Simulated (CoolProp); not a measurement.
Vapour-liquid equilibrium of n-butane (1) + trans-2-butene (2) at 1.21 MPa; x and y are mole fractions of (1).

Model: multi-fluid Helmholtz-energy mixture model, Bücker 2006 and Lemmon 2005; pair parameters Bell 2016, in CoolProp.

```json
[
 {"x": "0.05", "bubble temperature (K)": "362.2", "y at the bubble point": "0.052", "dew temperature at overall composition x (K)": "362.2", "liquid density (mol/L)": "9.045"},
 {"x": "0.2", "bubble temperature (K)": "361.7", "y at the bubble point": "0.205", "dew temperature at overall composition x (K)": "361.8", "liquid density (mol/L)": "8.933"},
 {"x": "0.35", "bubble temperature (K)": "361.5", "y at the bubble point": "0.354", "dew temperature at overall composition x (K)": "361.5", "liquid density (mol/L)": "8.824"},
 {"x": "0.5", "bubble temperature (K)": "361.4", "y at the bubble point": "(withheld)", "dew temperature at overall composition x (K)": "361.4", "liquid density (mol/L)": "8.717"},
 {"x": "0.65", "bubble temperature (K)": "361.3", "y at the bubble point": "0.649", "dew temperature at overall composition x (K)": "361.3", "liquid density (mol/L)": "8.613"},
 {"x": "0.8", "bubble temperature (K)": "361.4", "y at the bubble point": "(withheld)", "dew temperature at overall composition x (K)": "361.4", "liquid density (mol/L)": "8.512"},
 {"x": "0.95", "bubble temperature (K)": "361.5", "y at the bubble point": "0.949", "dew temperature at overall composition x (K)": "361.5", "liquid density (mol/L)": "(withheld)"}
]
```

Question: Fill in the missing entries.

Answer: 
- 0.5, y at the bubble point: 0.502
- 0.8, y at the bubble point: 0.798
- 0.95, liquid density (mol/L): 8.412

y crosses x between x = 0.5 and 0.65: the model has an azeotrope there.

The pair parameters rest on a limited set of measurements; away from them the model extrapolates.
